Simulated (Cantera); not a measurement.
**Fluorocarbon and chlorocarbon gases: CCl4 + Si + H2**

Charge: 1 mol CCl4, 0.015 mol Si, 10 mol H2, equilibrated at 1525 K and 1000 Pa.

These are equilibrium values from Cantera (NASA tables, ideal gas, pure condensed phases), not measurements of a reactor. Candidate condensed phases: C, C6H6, C7H8, C8H18, Si, SiC; 109 gas species. The tables' values for SiCl3 are old estimates; treat these amounts as uncertain. Rates play no part.

The x(H2) is 0.668 and the x(HCl) is 0.331. The x(SiCl2) is 0.00112 and the x(H) comes out as 0.000193. The x(SiCl3) is 9.66e-5 and the x(Cl) comes out as 7.68e-5. The x(SiCl4) is 2.47e-5. The x(CH4) comes out as 1.02e-5 and the x(C2H2 (acetylene)) comes out as 8.08e-6. The n(C(graphite)) is 1.000 mol and the gas amount is 12.00 mol. The log10 activity of Si(s) (absent) comes out as -2.68.
